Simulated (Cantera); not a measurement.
## Abatement and gas-phase synthesis: CS₂ + H₂

Charge: 1 mol CS₂, 0.061 mol H₂, at 97.0 Pa.

Equilibrium computed with Cantera from the NASA thermochemical tables; the gas is ideal and each condensed phase is pure. Candidate condensed phases: C, C₆H₆, C₇H₈, C₈H₁₈, S; 95 gas species. Ions and electrons are included (thermal ionisation). Rates play no part.

From 2000 K to 5000 K nothing is condensed. The main C-bearing gas is CS at 2000 K and C at 5000 K.

| T (K) | x S | x CS | x C | x CS₂ | x S₂ | x H | x H₂ |
|---|---|---|---|---|---|---|---|
| 2000 | 0.0458 | 0.455 | 9.16e-9 | 0.247 | 0.201 | 0.00973 | 0.0347 |
| 2250 | 0.181 | 0.531 | 3.46e-7 | 0.0616 | 0.171 | 0.0313 | 0.0172 |
| 2500 | 0.364 | 0.500 | 7.94e-6 | 0.0113 | 0.0668 | 0.0514 | 0.00406 |
| 2750 | 0.447 | 0.478 | 0.000149 | 0.00198 | 0.0149 | 0.0565 | 0.000661 |
| 3000 | 0.467 | 0.470 | 0.00201 | 0.000419 | 0.00331 | 0.0571 | 0.000127 |
| 3250 | 0.481 | 0.444 | 0.0177 | 0.000107 | 0.000906 | 0.0564 | 2.99e-5 |
| 3500 | 0.522 | 0.336 | 0.0857 | 2.82e-5 | 0.000335 | 0.0524 | 7.62e-6 |
| 3750 | 0.584 | 0.165 | 0.202 | 5.75e-6 | 0.000153 | 0.0457 | 2.01e-6 |
| 4000 | 0.622 | 0.0554 | 0.279 | 8.71e-7 | 7.19e-5 | 0.0413 | 6.52e-7 |
| 4250 | 0.634 | 0.0169 | 0.307 | 1.27e-7 | 3.43e-5 | 0.0398 | 2.66e-7 |
| 4500 | 0.637 | 0.00544 | 0.316 | 2.10e-8 | 1.73e-5 | 0.0393 | 1.25e-7 |
| 4750 | 0.637 | 0.00193 | 0.318 | 4.08e-9 | 9.28e-6 | 0.0391 | 6.45e-8 |
| 5000 | 0.635 | 0.000751 | 0.318 | 9.21e-10 | 5.26e-6 | 0.0390 | 3.56e-8 |
x: gas mole fraction; nothing condenses.
